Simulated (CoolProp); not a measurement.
Vapour-liquid equilibrium of benzene (1) + o-xylene (2) at 1.41 MPa; x and y are mole fractions of (1).

Computed with CoolProp (multi-fluid Helmholtz-energy mixture model, Thol 2012 and Zhou 2012; pair parameters Bell 2016).

```json
[
 {"x": "0.05", "bubble temperature, mixture model (K)": "549.3", "bubble temperature, Raoult's law (K)": "547.0", "y, mixture model": "0.095", "y, Raoult's law": "0.144"},
 {"x": "0.2", "bubble temperature, mixture model (K)": "533.0", "bubble temperature, Raoult's law (K)": "528.5", "y, mixture model": "0.366", "y, Raoult's law": "0.455"},
 {"x": "0.35", "bubble temperature, mixture model (K)": "516.8", "bubble temperature, Raoult's law (K)": "513.6", "y, mixture model": "0.583", "y, Raoult's law": "0.652"},
 {"x": "0.5", "bubble temperature, mixture model (K)": "502.7", "bubble temperature, Raoult's law (K)": "501.3", "y, mixture model": "0.735", "y, Raoult's law": "0.783"},
 {"x": "0.65", "bubble temperature, mixture model (K)": "491.3", "bubble temperature, Raoult's law (K)": "491.0", "y, mixture model": "0.839", "y, Raoult's law": "0.874"},
 {"x": "0.8", "bubble temperature, mixture model (K)": "482.2", "bubble temperature, Raoult's law (K)": "482.0", "y, mixture model": "0.915", "y, Raoult's law": "0.939"},
 {"x": "0.95", "bubble temperature, mixture model (K)": "474.4", "bubble temperature, Raoult's law (K)": "474.3", "y, mixture model": "0.979", "y, Raoult's law": "0.987"}
]
```

The largest gap from Raoult's law is +4.5 K in bubble temperature, at x = 0.2. No azeotrope shows between x = 0.05 and 0.95.

Pair parameters are fitted to limited data, so mixtures are less certain than the pure fluids.
